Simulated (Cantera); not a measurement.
# Hydrocarbon pyrolysis for carbon deposition

A perfectly stirred reactor is fed with C2H6 : H2 = 1 : 3.7 (molar parts), at 0.000260 bar; it is held at 1550 K, and followed from long to short residence time.

Model: GRI-Mech 3.0 (53 species, 325 reactions), integrated in Cantera. GRI-Mech 3.0 stops at C3 and has no aromatics, soot or wall deposition, so with more carbon than oxygen in the feed, carbon stays in small species such as C2H2 where larger ones or solid carbon would form. Radical loss at walls, strong at low pressure, is not modelled.

| τ (s) | x C2H6 | x H2 | x CH2 | x C2H4 | x H | x C2H2 | x C2H |
|---|---|---|---|---|---|---|---|
| 15 | 0.000275 | 0.800 | 2.19e-6 | 0.00195 | 0.00154 | 0.121 | 5.90e-7 |
| 4.1 | 0.000921 | 0.775 | 3.40e-6 | 0.00530 | 0.00173 | 0.104 | 5.89e-7 |
| 1.1 | 0.00308 | 0.746 | 5.22e-6 | 0.0129 | 0.00198 | 0.0808 | 5.44e-7 |
| 0.28 | 0.0106 | 0.720 | 8.00e-6 | 0.0270 | 0.00226 | 0.0511 | 4.07e-7 |
| 0.074 | 0.0345 | 0.713 | 1.14e-5 | 0.0412 | 0.00234 | 0.0220 | 1.83e-7 |
| 0.019 | 0.103 | 0.744 | 1.20e-5 | 0.0359 | 0.00175 | 0.00371 | 2.21e-8 |
| 0.0051 | 0.182 | 0.777 | 5.04e-6 | 0.0102 | 0.000846 | 0.000127 | 3.50e-10 |
| 0.0013 | 0.208 | 0.785 | 5.17e-7 | 0.000678 | 0.000239 | 5.57e-7 | <1e-12 |
| 0.00035 | 0.212 | 0.787 | 1.87e-8 | 1.53e-5 | 4.06e-5 | 9.79e-10 | <1e-12 |
x: mole fraction; the columns are a selection and need not sum to one.
